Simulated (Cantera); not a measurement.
Ignition delay

Mixture: 6.92 % CH4, 1.38 % H2, 15.6 % O2, 58.8 % N2, 17.3 % H2O, equivalence ratio 0.93, at 1200000 Pa, adiabatic and at constant pressure. Ignition delay is the time to a rise of 400 K.

Cantera simulation using GRI-Mech 3.0 (53 species, 325 reactions); the numbers are that mechanism's predictions, not measurements. The pressure lies above the range GRI-Mech 3.0 was tuned for (to about 10 atm).

| T0 (K) | delay (ms) |
|---|---|
| 1225 | 0.707 |
| 1275 | 0.447 |
| 1325 | 0.297 |
| 1375 | 0.204 |
| 1425 | 0.142 |
| 1475 | 0.100 |
| 1525 | 0.0707 |
| 1575 | 0.0499 |

apparent activation energy between 1475 and 1575 K: 130 kJ/mol
